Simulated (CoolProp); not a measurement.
A single-stage vapour-compression cycle with CH2F2 (R32): evaporating at 251.15 K (dew point), condensing at 300.15 K (bubble point), superheat 10 K, subcooling 5 K, compressor efficiency 0.9, no pressure losses. Each further row changes one setting.

The numbers come from the reference Helmholtz-energy equation of state, Tillner-Roth 1997 in CoolProp.

```
case                              cooling COP  pressure ratio  discharge temperature (K)  refrigerating effect (kJ/kg)  volumetric capacity (kJ/m³)
--------------------------------  -----------  --------------  -------------------------  ----------------------------  ---------------------------
as stated                                3.66            4.74                      363.6                           280                         2740
evaporating temperature 256.15 K         4.24            3.93                      356.5                           282                         3310
condensing temperature 295.15 K          4.18            4.14                      353.9                           289                         2830
subcooling 10 K                          3.78            4.74                      363.6                           289                         2830
superheat 20 K                           3.60            4.74                      375.7                           289                         2700
compressor efficiency 0.8                3.25            4.74                      372.2                           280                         2740
```
